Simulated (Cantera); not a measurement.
What does this Cantera script print?

```python
import numpy as np
import cantera as ct

gas = ct.Solution("h2o2.yaml")
gas.TPX = 900, 2666, {'H2': 0.14, 'O2': 1, 'N2': 0.39, 'H2O': 0.15}
inlet = ct.Reservoir(gas, clone=True)

reactor = ct.IdealGasConstPressureReactor(gas, energy="off", clone=False)
exhaust = ct.Reservoir(gas, clone=True)
tau = [15, 5.8, 2.3, 0.89, 0.35, 0.14, 0.054, 0.021, 0.0084, 0.0033, 0.0013][0]
for a, b in ((inlet, reactor), (reactor, exhaust)):
    ct.MassFlowController(a, b, mdot=lambda t: reactor.mass / tau)
net = ct.ReactorNet([reactor])
show = ['H2', 'O2', 'O', 'HO2', 'H', 'H2O2']

rows = []
print(f"{'tau/s':>10s}{'T/K':>9s}" + "".join(f"{s:>11s}" for s in show))
for tau in [15, 5.8, 2.3, 0.89, 0.35, 0.14, 0.054, 0.021, 0.0084, 0.0033, 0.0013]:
    net.initial_time = 0.0
    net.advance(30 * tau)
    before = gas.X
    net.advance(40 * tau)
    drift = np.max(np.abs(gas.X - before) / (gas.X + 1e-9))
    rows.append([gas.T, *gas[show].X, drift])
    print(f"{tau:10.3e}{gas.T:9.1f}" + "".join(f"{x:11.3e}" for x in gas[show].X))
```

Result:

```
     tau/s      T/K         H2         O2          O        HO2          H       H2O2
 1.500e+01    900.0  3.491e-04  5.777e-01  3.565e-05  4.307e-06  2.534e-06  2.767e-07
 5.800e+00    900.0  6.286e-04  5.777e-01  6.643e-05  6.462e-06  6.539e-06  3.726e-07
 2.300e+00    900.0  1.085e-03  5.777e-01  1.189e-04  9.161e-06  1.641e-05  4.693e-07
 8.900e-01    900.0  1.856e-03  5.778e-01  2.107e-04  1.251e-05  4.207e-05  5.617e-07
 3.500e-01    900.0  3.081e-03  5.779e-01  3.614e-04  1.619e-05  1.055e-04  6.394e-07
 1.400e-01    900.0  4.987e-03  5.780e-01  6.011e-04  1.985e-05  2.576e-04  7.032e-07
 5.400e-02    900.0  8.118e-03  5.782e-01  9.978e-04  2.326e-05  6.398e-04  7.590e-07
 2.100e-02    900.0  1.300e-02  5.785e-01  1.604e-03  2.579e-05  1.521e-03  7.986e-07
 8.400e-03    900.0  2.033e-02  5.790e-01  2.436e-03  2.709e-05  3.279e-03  8.021e-07
 3.300e-03    900.0  3.177e-02  5.800e-01  3.400e-03  2.700e-05  6.126e-03  7.399e-07
 1.300e-03    900.0  4.907e-02  5.830e-01  3.763e-03  2.542e-05  7.911e-03  5.785e-07
```

Detailed kinetics in Cantera: the H2/O2 subset of GRI-Mech 3.0, which has no nitrogen chemistry. Radical loss at walls, strong at low pressure, is not modelled. Below about 950 K walls govern HO2 and H2O2 in real vessels. The temperature is held fixed by assumption; the heat of reaction is taken as removed at once.
